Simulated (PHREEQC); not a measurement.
Solution (25 °C): 0.0081 mol/kgw HF and 0.0063 mol/kgw (CH3)4NF. Closed to the air; pH follows from the charge balance.

Computed with PHREEQC (ion-association model, phreeqc.dat).

| Property | Result |
|---|---|
| pH | 3.12 |
| ionic strength | 0.00711 mol/kgw |
| total alkalinity | -8.10 meq/kg |

```json
[
 {"species": "HF", "molality": "0.00710", "activity": "0.00711", "log γ": "0.001"},
 {"species": "F-", "molality": "0.00692", "activity": "0.00632", "log γ": "-0.039"},
 {"species": "(CH3)4N+", "molality": "0.00630", "activity": "0.00576", "log γ": "-0.039"},
 {"species": "H+", "molality": "0.000812", "activity": "0.000750", "log γ": "-0.034"},
 {"species": "HF2-", "molality": "0.000189", "activity": "0.000173", "log γ": "-0.039"}
]
```

This is a speciation only: nothing precipitates in the calculation. (CH3)4N+ isn't in the database: it is added as a free cation with an ion size of 4 Å.
